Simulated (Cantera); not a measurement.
A perfectly stirred reactor is fed with 2.62 % CH2O, 0.494 % O2, 96.9 % N2, at 9.87 atm; it is held at 1525 K, and followed from long to short residence time.

Computed with Cantera and GRI-Mech 3.0 (53 species, 325 reactions).

x: mole fraction; the columns are a selection and need not sum to one.

```
τ (s)    x CH2O  x O2    x H2O      x NO    x C2H4       x H   x CH2CO
------  -------  ----  -------  --------  --------  --------  --------
6.4     2.17e-7   ___  0.00670  2.16e-10  3.79e-12   8.98e-6  3.81e-11
2.7     3.41e-7   ___  0.00671  4.73e-10  8.90e-12   1.35e-5  8.45e-11
1.1     5.45e-7   ___  0.00671   1.12e-9  2.12e-11   2.07e-5  1.92e-10
0.46    8.67e-7   ___  0.00672   2.74e-9  4.67e-11   3.12e-5  4.11e-10
0.19    1.40e-6   ___  0.00674   6.99e-9  9.70e-11   4.68e-5  8.55e-10
0.079   2.27e-6   ___  0.00676   1.73e-8  1.84e-10   6.93e-5   1.68e-9
0.033   3.70e-6   ___  0.00681   3.83e-8  3.16e-10  0.000101   3.13e-9
0.014   6.08e-6   ___  0.00687   7.21e-8  4.89e-10  0.000146   5.43e-9
0.0056  1.05e-5   ___  0.00697   1.20e-7  7.13e-10  0.000210   9.11e-9
0.0023  1.83e-5   ___  0.00709   1.69e-7  9.73e-10  0.000293   1.41e-8
```

Question: Complete the blanks.

Answer: 
- 6.4, x O2: 1.18e-6
- 2.7, x O2: 1.86e-6
- 1.1, x O2: 3.00e-6
- 0.46, x O2: 4.78e-6
- 0.19, x O2: 7.73e-6
- 0.079, x O2: 1.26e-5
- 0.033, x O2: 2.05e-5
- 0.014, x O2: 3.36e-5
- 0.0056, x O2: 5.78e-5
- 0.0023, x O2: 9.99e-5
